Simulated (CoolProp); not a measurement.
A Linde-Hampson liquefier for ethylene: isothermal reversible compression at 300 K from 1 atm to 30 MPa, throttling to 1 atm, return gas leaving the recuperator 5 K below the feed. Each further row changes one setting.

Model: reference Helmholtz-energy equation of state, Smukala 2000, in CoolProp.

```csv
case,liquid yield per pass,compression work (kJ/kg of gas)
as stated,?,397
high pressure 60 MPa,?,?
warm-end temperature 330 K,0.397,?
warm-end gap 10 K,0.469,397
```

Question: What belongs in the gaps?

Answer: 
- as stated, liquid yield per pass: 0.475
- high pressure 60 MPa, liquid yield per pass: 0.447
- high pressure 60 MPa, compression work (kJ/kg of gas): 462
- warm-end temperature 330 K, compression work (kJ/kg of gas): 467
